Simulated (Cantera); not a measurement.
A perfectly stirred reactor is fed with NO : N2 = 1 : 0.12 (molar parts), at 0.0370 bar; it is held at 1675 K, and followed from long to short residence time.

Cantera simulation using GRI-Mech 3.0 (53 species, 325 reactions); the numbers are that mechanism's predictions, not measurements. Radical loss at walls, strong at low pressure, is not modelled.

Problem. What does this change do: NO 1 to 0.18 parts?

Solution. 
| quantity | before | after |
|---|---|---|
| x(NO) at τ = 12.0 s | 0.844 | 0.577 |
| x(N2O) at τ = 12.0 s | 0.000236 | 0.000113 |
| x(O) at τ = 12.0 s | 3.64e-5 | 2.63e-5 |
| x(NO2) at τ = 12.0 s | 0.000179 | 8.92e-5 |
| x(O2) at τ = 12.0 s | 0.0242 | 0.0114 |
| x(NO) at τ = 0.230 s | 0.892 | 0.600 |
| x(N2O) at τ = 0.230 s | 0.000176 | 8.00e-5 |
| x(O) at τ = 0.230 s | 1.90e-5 | 1.45e-5 |
| x(NO2) at τ = 0.230 s | 7.01e-5 | 3.93e-5 |
| x(O2) at τ = 0.230 s | 0.000366 | 0.000161 |

Problem. What does this change do: 0.018 parts H2O added?

Solution. 
| quantity | before | after |
|---|---|---|
| x(NO) at τ = 12.0 s | 0.844 | 0.831 |
| x(N2O) at τ = 12.0 s | 0.000236 | 0.000193 |
| x(O) at τ = 12.0 s | 3.64e-5 | 3.31e-5 |
| x(NO2) at τ = 12.0 s | 0.000179 | 0.000167 |
| x(O2) at τ = 12.0 s | 0.0242 | 0.0236 |
| x(NO) at τ = 0.230 s | 0.892 | 0.878 |
| x(N2O) at τ = 0.230 s | 0.000176 | 0.000137 |
| x(O) at τ = 0.230 s | 1.90e-5 | 9.20e-6 |
| x(NO2) at τ = 0.230 s | 7.01e-5 | 3.02e-5 |
| x(O2) at τ = 0.230 s | 0.000366 | 0.000407 |
